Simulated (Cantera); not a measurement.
Feed: 1 mol CF4, 6.6 mol H2, 0.16 mol F2, held at 1.50 Pa.

Method: chemical equilibrium by Gibbs-energy minimisation in Cantera with the NASA 1993 tables (ideal gas, pure condensed phases). Candidate condensed phases: C, C6H6, C7H8, C8H18; 95 gas species. Rates play no part.

Question: At 1848 K, list the 5 most abundant gas species with their mole fractions, and the condensed phases.

Answer: HF 0.471, H2 0.438, H 0.0906, C2H2 (acetylene) 0.000113, F 2.05e-5. Condensed: C(graphite).
